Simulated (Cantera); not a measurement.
A freely propagating, adiabatic, planar premixed flame of CO : H2 : O2 : N2 = 1 : 0.033 : 0.344 : 1.24 (molar parts), unburnt at 450 K and 100.0 Torr; multicomponent transport, grid criteria slope 0.08 and curve 0.16, no radiation.

Cantera simulation using GRI-Mech 3.0 (53 species, 325 reactions); the numbers are that mechanism's predictions, not measurements. Burning velocities carry a grid error of a few per cent, more on coarse grids.

x: mole fraction of selected species; z is measured from the peak of heat release.

```
z (mm)  T (K)  u (m/s)   x CO      x H2    x O2      x O       x H     x NO
------  -----  -------  -----  --------  ------  -------  --------  -------
-34.8     450    0.912  0.382    0.0126   0.131    <1e-8     <1e-8    <1e-8
-23.2     450    0.912  0.382    0.0126   0.131    <1e-8     <1e-8    <1e-8
-17.4     450    0.912  0.382    0.0126   0.131    <1e-8     <1e-8    <1e-8
-11.6     450    0.912  0.382    0.0126   0.131    <1e-8     <1e-8    <1e-8
-5.79     450    0.913  0.382    0.0126   0.131  4.15e-8   5.88e-8    <1e-8
-2.90     529     1.07  0.378    0.0121   0.129  2.50e-5  0.000283    <1e-8
0         972     1.94  0.336   0.00542   0.103  0.00625   0.00900  6.97e-7
2.90     1303     2.53  0.265  0.000716  0.0535   0.0287    0.0183  6.89e-6
5.79     1463     2.80  0.234  0.000618  0.0356   0.0333    0.0198  1.69e-5
11.6     1622     3.06  0.224  0.000953  0.0320   0.0269    0.0169  3.31e-5
23.2     1790     3.34  0.216   0.00132  0.0299   0.0193    0.0121  5.48e-5
46.3     1957     3.61  0.206   0.00147  0.0260   0.0131   0.00784  9.52e-5
92.7     2112     3.84  0.194   0.00144       …        …         …        …
```

Task: Fill in the missing entries.

Result: 
- 92.7, x O2: 0.0207
- 92.7, x O: 0.00821
- 92.7, x H: 0.00482
- 92.7, x NO: 0.000221
